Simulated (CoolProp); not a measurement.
Properties of isobutene along the isotherm 211.4 K.

Values from CoolProp's reference Helmholtz-energy equation of state, Lemmon 2005. It is a short technical equation, of lower accuracy than the large ones.

| p (kPa) | phase | density (kg/m³) | Joule-Thomson coefficient (K/MPa) | expansivity (1/kK) | fugacity coefficient |
|---|---|---|---|---|---|
| 1120 | liquid | 686.5 | -0.4881 | 1.505 | 0.005748 |
| 2230 | liquid | 687.3 | -0.4898 | 1.493 | 0.003039 |
| 3350 | liquid | 688.2 | -0.4914 | 1.481 | 0.002131 |
| 4460 | liquid | 689.0 | -0.4930 | 1.470 | 0.001685 |
| 5580 | liquid | 689.8 | -0.4946 | 1.458 | 0.001419 |
| 6690 | liquid | 690.6 | -0.4960 | 1.448 | 0.001246 |
| 7810 | liquid | 691.4 | -0.4975 | 1.437 | 0.001124 |
| 8920 | liquid | 692.2 | -0.4989 | 1.426 | 0.001036 |
| 10000 | liquid | 693.0 | -0.5002 | 1.417 | 0.0009709 |
